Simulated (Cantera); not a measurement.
**Abatement and gas-phase synthesis: PH3 + H2O + O2**

Input: 1 mol PH3, 0.72 mol H2O, 0.42 mol O2, at 3273.15 K and 0.000630 bar.

Method: chemical equilibrium by Gibbs-energy minimisation in Cantera with the NASA 1993 tables (ideal gas, pure condensed phases). Candidate condensed phases: H2O, P, P4O10; 17 gas species. Gases not in the tables: HPO2, HPO3 and P4O6. The numbers say what is thermodynamically allowed, not how fast it happens.

```
Item                                Result
-------------------------------  ---------
x(H)                                 0.662
x(O)                                 0.184
x(P)                                 0.101
x(PO)                               0.0492
x(H2)                              0.00238
x(OH)                              0.00111
x(P2)                             0.000303
x(O2)                             0.000297
x(PO2)                            0.000141
gas amount                       6.644 mol
log10 activity of P(l) (absent)      -5.03
```
